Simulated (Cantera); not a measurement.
Feed: 1 mol borazine, 0.46 mol H2O, 0.22 mol N2, at 7.20 mbar.

Method: chemical equilibrium by Gibbs-energy minimisation in Cantera with the NASA 1993 tables (ideal gas, pure condensed phases). Candidate condensed phases: B, BN, B2O3, B3O3H3, H2O; 39 gas species. The feed counts by its element totals alone. Mutual solubility and eutectic melting of coexisting phases are not modelled. The numbers say what is thermodynamically allowed, not how fast it happens.

Which condensed phases are stable at each of these points (T (°C)): 552, 702, 852, 1002, 1152, 1302, 1452, 1602, 1752, 1902, 2052?


| T (°C) | condensed phases | B condensed (%) |
|---|---|---|
| 552 | BN(s) + B2O3(l) | 100.0 |
| 702 | BN(s) + B2O3(l) | 100.0 |
| 852 | BN(s) + B2O3(l) | 100.0 |
| 1002 | BN(s) + B2O3(l) | 99.9 |
| 1152 | BN(s) + B2O3(l) | 99.2 |
| 1302 | BN(s) + B2O3(l) | 92.2 |
| 1452 | BN(s) | 87.1 |
| 1602 | BN(s) | 85.2 |
| 1752 | BN(s) | 84.7 |
| 1902 | B(s) + BN(s) | 84.4 |
| 2052 | B(s) | 83.7 |

From 552 °C to 1302 °C the condensed part is BN(s) + B2O3(l). From 1452 °C to 1752 °C the condensed part is BN(s). At 1902 °C the condensed part is B(s) + BN(s). At 2052 °C the condensed part is B(s).
